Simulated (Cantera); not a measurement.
Input: 1 mol SiH4, 26 mol N2, 0.0013 mol H2O, equilibrated at 0.133 bar.

Cantera equilibrium calculation (NASA polynomials, part measured and part estimated; ideal gas, pure solids and liquids). Candidate condensed phases: H2O, Si, SiO2, Si2N2O, Si3N4; 35 gas species. N2 is the only nitrogen source here; it is nearly inert below about 1500 K, so the nitride shown seldom forms there in practice. Mutual solubility and eutectic melting of coexisting phases are not modelled. Equilibrium is a limit: real reactors are often held back by kinetics, nucleation or transport.

Problem. Which condensed phases are stable at each of these points (T (K)): 1100, 1175, 1250, 1325, 1400, 1475, 1550, 1625, 1700?

Solution. 
| T (K) | condensed phases | Si condensed (%) |
|---|---|---|
| 1100 | Si2N2O(s) + Si3N4(s) | 100.0 |
| 1175 | Si2N2O(s) + Si3N4(s) | 100.0 |
| 1250 | Si2N2O(s) + Si3N4(s) | 100.0 |
| 1325 | Si2N2O(s) + Si3N4(s) | 100.0 |
| 1400 | Si2N2O(s) + Si3N4(s) | 100.0 |
| 1475 | Si2N2O(s) + Si3N4(s) | 100.0 |
| 1550 | Si2N2O(s) + Si3N4(s) | 100.0 |
| 1625 | Si2N2O(s) + Si3N4(s) | 100.0 |
| 1700 | Si3N4(s) | 99.9 |

From 1100 K to 1625 K the condensed part is Si2N2O(s) + Si3N4(s). At 1700 K the condensed part is Si3N4(s).
